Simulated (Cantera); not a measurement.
Feed: 1 mol Al2O3, 1.8 mol H2, equilibrated at 1.33 mbar.

Method: chemical equilibrium by Gibbs-energy minimisation in Cantera with the NASA 1993 tables (ideal gas, pure condensed phases). Candidate condensed phases: Al, Al2O3, H2O; 19 gas species. The tables' values for AlOH are old estimates; treat these amounts as uncertain. Rates play no part.

x: gas mole fraction; n: condensed amount in mol.

```json
[
 {"T (K)": "1350", "x H2": "1.000", "x H": "6.53e-5", "x H2O": "1.53e-7", "x Al": "9.16e-8", "x Al2O": "1.85e-9", "n Al2O3(s)": "1.00", "n Al2O3(l)": "0"},
 {"T (K)": "1500", "x H2": "1.000", "x H": "0.000482", "x H2O": "2.45e-6", "x Al": "1.48e-6", "x Al2O": "5.53e-8", "n Al2O3(s)": "1.000", "n Al2O3(l)": "0"},
 {"T (K)": "1650", "x H2": "0.997", "x H": "…", "x H2O": "…", "x Al": "…", "x Al2O": "…", "n Al2O3(s)": "1.000", "n Al2O3(l)": "0"},
 {"T (K)": "1800", "x H2": "0.990", "x H": "0.00976", "x H2O": "0.000154", "x Al": "8.94e-5", "x Al2O": "7.98e-6", "n Al2O3(s)": "1.000", "n Al2O3(l)": "0"},
 {"T (K)": "1950", "x H2": "0.968", "x H": "…", "x H2O": "…", "x Al": "…", "x Al2O": "…", "n Al2O3(s)": "0.999", "n Al2O3(l)": "0"},
 {"T (K)": "2100", "x H2": "0.914", "x H": "0.0816", "x H2O": "0.00283", "x Al": "0.00153", "x Al2O": "0.000239", "n Al2O3(s)": "0.998", "n Al2O3(l)": "0"},
 {"T (K)": "2250", "x H2": "0.803", "x H": "0.182", "x H2O": "0.00843", "x Al": "0.00449", "x Al2O": "0.000850", "n Al2O3(s)": "0.993", "n Al2O3(l)": "0"},
 {"T (K)": "2400", "x H2": "0.620", "x H": "0.343", "x H2O": "0.0188", "x Al": "0.0106", "x Al2O": "0.00217", "n Al2O3(s)": "0", "n Al2O3(l)": "0.981"}
]
```

Task: What belongs in the gaps?

Result: 
- 1950, x H: 0.0309
- 1950, x H2O: 0.000750
- 1950, x Al: 0.000419
- 1950, x Al2O: 5.10e-5
- 1650, x H: 0.00248
- 1650, x H2O: 2.35e-5
- 1650, x Al: 1.40e-5
- 1650, x Al2O: 8.50e-7
